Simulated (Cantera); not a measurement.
Equilibrium for sublimation and decomposition of ceramics: Al₂O₃ + N₂

Charge: 1 mol Al₂O₃, 0.25 mol N₂, held at 5.40 Pa.

Cantera equilibrium calculation (NASA polynomials, part measured and part estimated; ideal gas, pure solids and liquids). Candidate condensed phases: Al, AlN, Al₂O₃; 36 gas species. Ions and electrons are included (thermal ionisation). Kinetics and transport are ignored.

At 2500 K the condensed part is Al₂O₃(l). From 2750 K to 5000 K nothing is condensed. The main Al-bearing gas is Al at 2500 K and Al+ at 5000 K.

```csv
T (K),x N₂,x O,x Al,x e-,x Al+,x N,x AlO,x Al₂O,x O₂,n Al₂O₃(l)
2500,0.579,0.210,0.117,0.000251,0.000266,3.03e-5,0.0621,0.0153,0.0113,0.955
2750,0.0498,0.537,0.347,0.00177,0.00178,7.29e-5,0.0497,0.00338,0.00788,0
3000,0.0472,0.562,0.368,0.00582,0.00583,0.000412,0.00850,8.42e-5,0.00133,0
3250,0.0458,0.561,0.358,0.0155,0.0155,0.00180,0.00170,3.04e-6,0.000272,0
3500,0.0426,0.549,0.331,0.0349,0.0349,0.00622,0.000400,1.55e-7,6.70e-5,0
3750,0.0353,0.527,0.283,0.0682,0.0682,0.0172,0.000102,9.63e-9,1.90e-5,0
4000,0.0229,0.495,0.215,0.115,0.115,0.0366,2.64e-5,6.25e-10,5.98e-6,0
4250,0.00992,0.460,0.140,0.166,0.166,0.0568,6.51e-6,3.78e-11,2.08e-6,0
4500,0.00292,0.432,0.0782,0.210,0.210,0.0662,1.54e-6,2.09e-12,8.16e-7,0
4750,0.000777,0.416,0.0391,0.238,0.238,0.0678,3.63e-7,<1e-12,3.66e-7,0
5000,0.000224,0.408,0.0187,0.253,0.253,0.0675,8.97e-8,<1e-12,1.83e-7,0
```
x: gas mole fraction; n: condensed amount in mol.
